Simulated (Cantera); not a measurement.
Input: 1 mol TEOS, 0.26 mol H2O, held at 16.0 Pa.

These are equilibrium values from Cantera (NASA tables, ideal gas, pure condensed phases), not measurements of a reactor. Candidate condensed phases: C, C6H6, C7H8, C8H18, H2O, Si, SiC, SiO2; 123 gas species. The feed counts by its element totals alone. Kinetics and transport are ignored.

Q: At 1527 °C, list the 4 most abundant gas species with their mole fractions, and the condensed phases.

A: H2 0.686, CO 0.288, H 0.0234, SiO 0.00160. Condensed: C(graphite) + SiC(s).
